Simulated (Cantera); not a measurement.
A closed system holds: 1 mol CH3F, 2.4 mol F2, 2.4 mol H2, equilibrated at 2475 K and 0.000270 bar.

Method: chemical equilibrium by Gibbs-energy minimisation in Cantera with the NASA 1993 tables (ideal gas, pure condensed phases). Candidate condensed phases: C, C6H6, C7H8, C8H18; 95 gas species. Equilibrium is a limit: real reactors are often held back by kinetics, nucleation or transport.

Base state: HF 0.739, H 0.220, H2 0.0258, F 0.0123, C3 0.00124, C 0.000436, CF 0.000373, C2H2 (acetylene) 0.000251 (mole fractions); condensed: C(graphite).

What changes in the equilibrium state with this change: temperature from 2475 K to 2423.15 K?


```json
[
 {"species": "HF", "before": "0.739", "after": "0.756"},
 {"species": "H", "before": "0.220", "after": "0.201"},
 {"species": "H2", "before": "0.0258", "after": "0.0346"},
 {"species": "F", "before": "0.0123", "after": "0.00745"},
 {"species": "C2", "before": "0.000114", "after": "4.86e-5"},
 {"species": "C3", "before": "0.00124", "after": "0.000535"},
 {"species": "C(graphite), mol", "before": "0.957", "after": "0.978"}
]
```

What changes in the equilibrium state with this change: pressure from 0.000270 bar to 0.0133 bar?


```json
[
 {"species": "HF", "before": "0.739", "after": "0.824"},
 {"species": "H2", "before": "0.0258", "after": "0.109"},
 {"species": "H", "before": "0.220", "after": "0.0645"},
 {"species": "F", "before": "0.0123", "after": "0.000950"},
 {"species": "C3", "before": "0.00124", "after": "2.52e-5"},
 {"species": "C", "before": "0.000436", "after": "8.82e-6"},
 {"species": "C2", "before": "0.000114", "after": "2.31e-6"},
 {"species": "CF", "before": "0.000373", "after": "2.87e-5"},
 {"species": "C2H2 (acetylene)", "before": "0.000251", "after": "0.00106"},
 {"species": "C(graphite), mol", "before": "0.957", "after": "0.983"}
]
```

What changes in the equilibrium state with this change: temperature from 2475 K to 2398 K?


| species | before | after |
|---|---|---|
| HF | 0.739 | 0.763 |
| H | 0.220 | 0.191 |
| H2 | 0.0258 | 0.0397 |
| F | 0.0123 | 0.00582 |
| C2 | 0.000114 | 3.17e-5 |
| C3 | 0.00124 | 0.000351 |
| C | 0.000436 | 0.000143 |
| CF | 0.000373 | 0.000137 |
| C(graphite), mol | 0.957 | 0.984 |
